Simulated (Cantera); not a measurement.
Gas activation for diamond growth

An isothermal, constant-pressure homogeneous reactor starts with 0.984 % CH4, 98.4 % H2, 0.600 % H, at 1650 K and 13300 Pa.

Detailed kinetics in Cantera: GRI-Mech 3.0 (53 species, 325 reactions). GRI-Mech 3.0 stops at C3 and has no aromatics, soot or wall deposition, so with more carbon than oxygen in the feed, carbon stays in small species such as C2H2 where larger ones or solid carbon would form.

| t (s) | x CH4 | x H2 | x H | x C2H | x CH3 |
|---|---|---|---|---|---|
| 5.00e-5 | 0.00895 | 0.985 | 0.00472 | 4.70e-11 | 0.000853 |
| 0.000182 | 0.00901 | 0.986 | 0.00392 | 3.97e-10 | 0.000715 |
| 0.000660 | 0.00914 | 0.988 | 0.00242 | 1.04e-9 | 0.000449 |
| 0.00240 | 0.00923 | 0.989 | 0.00103 | 8.91e-10 | 0.000194 |
| 0.00871 | 0.00924 | 0.990 | 0.000387 | 4.54e-10 | 7.31e-5 |
| 0.0316 | 0.00917 | 0.990 | 0.000246 | 3.42e-10 | 4.62e-5 |
| 0.115 | 0.00893 | 0.990 | 0.000243 | 4.64e-10 | 4.44e-5 |
| 0.417 | 0.00816 | 0.991 | 0.000243 | 8.75e-10 | 4.06e-5 |
| 1.52 | 0.00621 | 0.992 | 0.000245 | 1.92e-9 | 3.11e-5 |
| 5.51 | 0.00343 | 0.993 | 0.000248 | 3.43e-9 | 1.74e-5 |
| 20.0 | 0.00182 | 0.994 | 0.000250 | 4.32e-9 | 9.29e-6 |
x: mole fraction; the columns are a selection and need not sum to one.

Equilibrium at this temperature and pressure: CH4 0.00164, H2 0.994, H 0.000250, C2H 4.42e-9, CH3 8.35e-6 (gas phase only).
